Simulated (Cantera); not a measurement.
Charge: 1 mol Al₂O₃, 0.039 mol H₂, equilibrated at 2898 K and 13300 Pa.

These are equilibrium values from Cantera (NASA tables, ideal gas, pure condensed phases), not measurements of a reactor. Candidate condensed phases: Al, Al₂O₃, H₂O; 19 gas species. The tables' values for AlOH are old estimates; treat these amounts as uncertain. Equilibrium is a limit: real reactors are often held back by kinetics, nucleation or transport.

Base state: H₂ 0.670, H 0.256, H₂O 0.0375, Al 0.0159, Al₂O 0.00784, OH 0.00438, AlO 0.00345, AlOH 0.00286 (mole fractions); condensed: Al₂O₃(l).

**Question.** What changes in the equilibrium state with this change: Al₂O₃ replaced by MgO?

**Answer.** 
| species | before | after |
|---|---|---|
| Mg | 0 | 0.375 |
| H₂O | 0.0375 | 0.225 |
| H₂ | 0.670 | 0.120 |
| MgO | 0 | 0.0277 |
| MgOH | 0 | 0.0190 |
| Al | 0.0159 | 0 |
| O₂ | 2.32e-5 | 0.0262 |
| O | 0.00104 | 0.0349 |
| OH | 0.00438 | 0.0623 |
| H | 0.256 | 0.108 |
| Al₂O | 0.00784 | 0 |
| AlO | 0.00345 | 0 |
| Al₂O₃(l), mol | 0.999 | 0 |
| MgO(s), mol | 0 | 0.963 |
The tables' values for MgH are old estimates; treat these amounts as uncertain. Further candidate phases: Mg, MgO, Mg(OH)₂.
